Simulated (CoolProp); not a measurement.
Vapour-liquid equilibrium of carbonyl sulfide (1) + propane (2) at 84.7 kPa; x and y are mole fractions of (1).

Computed with CoolProp (multi-fluid Helmholtz-energy mixture model, Lemmon 2006 and Lemmon 2009; pair parameters Bell 2016).

Task: Give the bubble temperature and the first vapour's composition at x = 0.2, 0.35, 0.8. Is there an azeotrope?

Result: x = 0.2: -48.5 °C, y = 0.274; x = 0.35: -49.8 °C, y = 0.434; x = 0.8: -52.7 °C, y = 0.845. No azeotrope shows between x = 0.05 and 0.95.

Pair parameters are fitted to limited data, so mixtures are less certain than the pure fluids.
